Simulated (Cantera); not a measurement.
Charge: 1 mol Fe3O4, 1 mol C, 0.03 mol CO, held at 0.100 bar.

These are equilibrium values from Cantera (NASA tables, ideal gas, pure condensed phases), not measurements of a reactor. Candidate condensed phases: C, Fe, Fe(CO)5, FeO, Fe2O3, Fe3O4; 15 gas species. Each liquid is taken as pure. Mutual solubility and eutectic melting of coexisting phases are not modelled. The tables' stoichiometric FeO is somewhat more stable than real wüstite, so its field is too wide. FeO: taken at fixed stoichiometry. Equilibrium is a limit: real reactors are often held back by kinetics, nucleation or transport.

Which condensed phases are stable at each of these points (T (K)): 1348, 1448, 1548, 1648, 1748, 1848, 1948, 2048, 2148, 2248, 2348, 2448, 2548?


| T (K) | condensed phases | Fe condensed (%) |
|---|---|---|
| 1348 | Fe(γ) + FeO(s) | 100.0 |
| 1448 | Fe(γ) + FeO(s) | 100.0 |
| 1548 | Fe(γ) + FeO(s) | 100.0 |
| 1648 | Fe(γ) + FeO(s) | 100.0 |
| 1748 | Fe(δ) + FeO(l) | 100.0 |
| 1848 | Fe(l) + FeO(l) | 100.0 |
| 1948 | Fe(l) + FeO(l) | 99.9 |
| 2048 | Fe(l) + FeO(l) | 99.8 |
| 2148 | Fe(l) + FeO(l) | 99.4 |
| 2248 | Fe(l) + FeO(l) | 98.4 |
| 2348 | FeO(l) | 96.8 |
| 2448 | FeO(l) | 95.3 |
| 2548 | FeO(l) | 93.2 |

From 1348 K to 1648 K the condensed part is Fe(γ) + FeO(s). At 1748 K the condensed part is Fe(δ) + FeO(l). From 1848 K to 2248 K the condensed part is Fe(l) + FeO(l). From 2348 K to 2548 K the condensed part is FeO(l).
